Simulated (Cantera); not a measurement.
An adiabatic, constant-pressure homogeneous reactor starts with C3H8 : O2 : N2 = 1 : 15.6 : 58.8 (molar parts), equivalence ratio 0.32, at 1575 K and 0.280 bar. Integrator tolerance rtol = 1e-08.

Model: GRI-Mech 3.0 (53 species, 325 reactions), integrated in Cantera. GRI-Mech 3.0 was tuned for natural gas; its chemistry of propane as a main component is partial and can be far from experiment.

Task: What does this change do: pressure from 0.280 bar to 1.00 bar?

Result: 
```tsv
quantity	before	after
time of steepest temperature rise	0.102 ms	39.6 µs
temperature at 1.00 s	2217 K	2231 K
equilibrium temperature	2216 K	2231 K
x(C3H8) at 1.00 s	<1e-12 (gas-phase equilibrium <1e-12)	<1e-12 (gas-phase equilibrium <1e-12)
x(O2) at 1.00 s	0.132 (gas-phase equilibrium 0.132)	0.132 (gas-phase equilibrium 0.132)
x(CO) at 1.00 s	0.00134 (gas-phase equilibrium 0.00133)	0.000791 (gas-phase equilibrium 0.000791)
x(CO2) at 1.00 s	0.0378 (gas-phase equilibrium 0.0378)	0.0384 (gas-phase equilibrium 0.0384)
x(NO) at 1.00 s	0.00975 (gas-phase equilibrium 0.0102)	0.0106 (gas-phase equilibrium 0.0106)
x(N2O) at 1.00 s	2.94e-7 (gas-phase equilibrium 2.96e-7)	5.80e-7 (gas-phase equilibrium 5.80e-7)
x(H2O) at 1.00 s	0.0495 (gas-phase equilibrium 0.0495)	0.0502 (gas-phase equilibrium 0.0502)
```

Task: What does this change do: constant volume in place of constant pressure?

Result: 
```tsv
quantity	before	after
time of steepest temperature rise	0.102 ms	96.9 µs
temperature at 1.00 s	2217 K	2351 K
equilibrium temperature	2216 K	2351 K
x(C3H8) at 1.00 s	<1e-12 (gas-phase equilibrium <1e-12)	<1e-12 (gas-phase equilibrium <1e-12)
x(O2) at 1.00 s	0.132 (gas-phase equilibrium 0.132)	0.129 (gas-phase equilibrium 0.129)
x(CO) at 1.00 s	0.00134 (gas-phase equilibrium 0.00133)	0.00249 (gas-phase equilibrium 0.00249)
x(CO2) at 1.00 s	0.0378 (gas-phase equilibrium 0.0378)	0.0366 (gas-phase equilibrium 0.0366)
x(NO) at 1.00 s	0.00975 (gas-phase equilibrium 0.0102)	0.0135 (gas-phase equilibrium 0.0135)
x(N2O) at 1.00 s	2.94e-7 (gas-phase equilibrium 2.96e-7)	4.78e-7 (gas-phase equilibrium 4.78e-7)
x(H2O) at 1.00 s	0.0495 (gas-phase equilibrium 0.0495)	0.0479 (gas-phase equilibrium 0.0479)
```
